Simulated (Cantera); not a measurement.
A perfectly stirred reactor is fed with CH₃OH : O₂ : N₂ = 1 : 1 : 4.4 (molar parts), at 2.70 bar; it is adiabatic with a 798 K inlet, and is followed from long to short residence time, starting on the burning branch (τ in s: 0.4, 0.16, 0.067, 0.027, 0.011, 0.0046, 0.0019, 0.00076, 0.00031, 0.00013, 5.1e-05).

Model: GRI-Mech 3.0 (53 species, 325 reactions), integrated in Cantera. GRI-Mech 3.0 was tuned for natural gas; its chemistry of methanol as a main component is partial and can be far from experiment.

Question: What does this change do: CH3OH 1 to 1.5 parts?

Answer: 
```
quantity                                                                          before                                after
------------------------------------------------  --------------------------------------  -----------------------------------
blow-out, bracketed by the residence times tried  burning at 51.0 µs, the shortest tried  burning at 0.130 ms, out at 51.0 µs
x(CH₃OH) at τ = 0.400 s                                                          2.25e-7                              2.07e-6
x(O₂) at τ = 0.400 s                                                             1.81e-5                              3.20e-5
x(CH₂O) at τ = 0.400 s                                                           2.52e-7                              1.87e-6
x(CH₄) at τ = 0.400 s                                                            1.86e-6                             0.000240
x(O) at τ = 0.400 s                                                              6.96e-6                              5.30e-8
x(CH₃OH) at τ = 4.60 ms                                                          5.78e-6                              3.53e-5
x(O₂) at τ = 4.60 ms                                                            0.000326                             0.000521
x(CH₂O) at τ = 4.60 ms                                                           5.65e-6                              2.99e-5
x(CH₄) at τ = 4.60 ms                                                            4.88e-6                             0.000440
x(O) at τ = 4.60 ms                                                             0.000104                              2.62e-6
```
